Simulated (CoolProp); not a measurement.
Octamethyltrisiloxane (MDM) along the isotherm 248.65 °C: density (kg/m³) from the reference equation and from simpler models built on Tc = 292.2 °C, pc = 1.438 MPa, ω = 0.528; each cubic takes its own stable root.

Values from CoolProp's reference Helmholtz-energy equation of state, Thol 2017.

```
p (MPa)   phase  reference
-------  ------  ---------
0.553       gas      38.42
1.11     liquid      529.5
1.66     liquid      540.6
2.21     liquid      549.7
2.76     liquid      557.5
3.32     liquid      564.5
3.87     liquid      570.6
4.42     liquid      576.2
4.98     liquid      581.4
5.53     liquid      586.2
6.08     liquid      590.6
6.63     liquid      594.8
7.19     liquid      598.7
```

Question: How far does each simpler model (van der Waals, Redlich-Kwong, Peng-Robinson) lie from the reference over these 13 states: mean and median of the absolute difference, and the worst?

Answer: 
- van der Waals: mean 31.4 %, median 32.1 %, worst -41.4 % at 248.65 °C and 1.11 MPa
- Redlich-Kwong: mean 11.9 %, median 11.1 %, worst -21.2 % at 248.65 °C and 1.11 MPa
- Peng-Robinson: mean 2.8 %, median 2.8 %, worst +5.2 % at 248.65 °C and 7.19 MPa
